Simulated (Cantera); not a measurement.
Stirred combustor or abatement burner

A perfectly stirred reactor is fed with 17.9 % H2, 17.2 % O2, 64.9 % N2, equivalence ratio 0.52, at 375 Torr; it is adiabatic with a 475 K inlet, and is followed from long to short residence time, starting on the burning branch (τ in s: 0.12, 0.047, 0.019, 0.0076, 0.0031, 0.0012, 0.0005, 0.0002, 8.2e-05, 3.3e-05, 1.3e-05).

Cantera simulation using the H2/O2 subset of GRI-Mech 3.0, which has no nitrogen chemistry; the numbers are that mechanism's predictions, not measurements.

```
τ (s)    T (K)      x H2    x O2    x HO2     x OH   x H2O
-------  -----  --------  ------  -------  -------  ------
0.12      1818  0.000397  0.0902  1.79e-6  0.00255   0.195
0.047     1810  0.000728  0.0900  2.85e-6  0.00340   0.194
0.019     1795   0.00131  0.0897  4.62e-6  0.00446   0.192
0.0076    1771   0.00232  0.0894  7.46e-6  0.00572   0.190
0.0031    1733   0.00392  0.0892  1.15e-5  0.00699   0.187
0.0012    1667   0.00649  0.0893  1.69e-5  0.00800   0.181
0.00050   1579   0.00982  0.0903  2.30e-5  0.00822   0.174
0.00020   1455    0.0152  0.0932  3.10e-5  0.00740   0.163
8.2e-5    1293    0.0292   0.102  4.37e-5  0.00554   0.144
3.3e-5     475     0.179   0.172   <1e-12   <1e-12  <1e-12
1.3e-5     475     0.179   0.172   <1e-12   <1e-12  <1e-12
```
x: mole fraction; the columns are a selection and need not sum to one.
